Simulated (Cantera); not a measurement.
Cantera run, input and output.

```python
import numpy as np
import cantera as ct

gas = ct.Solution("h2o2.yaml")
gas.TPX = 1098, 2666, {'H2': 0.092, 'O2': 1.3}
reactor = ct.IdealGasConstPressureReactor(gas, energy="off", clone=False)
net = ct.ReactorNet([reactor])
net.rtol, net.atol = 1e-08, 1e-18
show = ['H2', 'O2', 'HO2', 'H2O2', 'H']
times = np.geomspace(2e-05, 6, 11)

steps = ct.SolutionArray(gas, extra=["t"])
rows = []
print(f"{'t/s':>10s}{'T/K':>9s}{'P/Pa':>11s}" + "".join(f"{s:>11s}" for s in show))
for t in times:
    while net.time < t:
        t_next = net.step()
        steps.append(gas.state, t=t_next)
    rows.append([np.interp(t, steps.t, y) for y in (steps.T, steps.P, *steps(*show).X.T)])
    print(f"{t:10.3e}{rows[-1][0]:9.1f}{rows[-1][1]:11.4g}" + "".join(f"{x:11.3e}" for x in rows[-1][2:]))
rate = np.gradient(steps.T, steps.t)
print("integrator steps:", len(steps.t))
if steps.T.max() > steps.T[0] + 200:
    print(f"time of steepest temperature rise: {steps.t[rate.argmax()]:.4e} s")
gas.TPX = 1098, 2666, {'H2': 0.092, 'O2': 1.3}
gas.equilibrate("TP")
print(f"equilibrium (TP): T = {gas.T:.1f} K  " + "  ".join(f"{s} {gas[s].X[0]:.3e}" for s in show))
```

Result:

```
       t/s      T/K       P/Pa         H2         O2        HO2       H2O2          H
 2.000e-05   1098.0       2666  6.609e-02  9.339e-01  2.753e-10  1.119e-14  2.259e-10
 7.059e-05   1098.0       2666  6.609e-02  9.339e-01  9.768e-10  1.398e-13  7.444e-10
 2.491e-04   1098.0       2666  6.609e-02  9.339e-01  3.585e-09  1.774e-12  7.199e-09
 8.794e-04   1098.0       2666  6.606e-02  9.339e-01  2.236e-07  1.020e-10  7.981e-06
 3.104e-03   1098.0       2666  1.597e-03  9.000e-01  1.179e-05  2.804e-07  1.056e-02
 1.095e-02   1098.0       2666  3.848e-04  9.231e-01  8.495e-06  2.626e-07  1.384e-03
 3.866e-02   1098.0       2666  4.058e-05  9.306e-01  3.071e-06  1.838e-07  4.748e-05
 1.365e-01   1098.0       2666  3.487e-06  9.315e-01  5.897e-07  7.469e-08  1.330e-06
 4.816e-01   1098.0       2666  4.061e-07  9.316e-01  1.001e-07  2.287e-08  5.982e-08
 1.700e+00   1098.0       2666  6.752e-08  9.316e-01  2.018e-08  6.516e-09  4.434e-09
 6.000e+00   1098.0       2666  1.429e-08  9.316e-01  5.338e-09  1.839e-09  4.543e-10
integrator steps: 1738
equilibrium (TP): T = 1098.0 K  H2 5.475e-10  O2 9.316e-01  HO2 3.965e-09  H2O2 9.528e-11  H 3.568e-12
```

Computed with Cantera and the H2/O2 subset of GRI-Mech 3.0, which has no nitrogen chemistry. Radical loss at walls, strong at low pressure, is not modelled. The temperature is held fixed by assumption; the heat of reaction is taken as removed at once.
